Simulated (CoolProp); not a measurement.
Vapour-liquid equilibrium of isobutane (1) + n-butane (2) at 219 K; x and y are mole fractions of (1).

Model: multi-fluid Helmholtz-energy mixture model, Bücker 2006 and Bücker 2006; pair parameters Kunz 2012, in CoolProp.

Q: Give the bubble pressure and the first vapour's composition at x = 0.05, 0.5, 0.65. Is there an azeotrope?

A: x = 0.05: 7.636 kPa, y = 0.088; x = 0.5: 10.31 kPa, y = 0.642; x = 0.65: 11.18 kPa, y = 0.768. No azeotrope shows between x = 0.05 and 0.95.

The pair parameters rest on a limited set of measurements; away from them the model extrapolates.
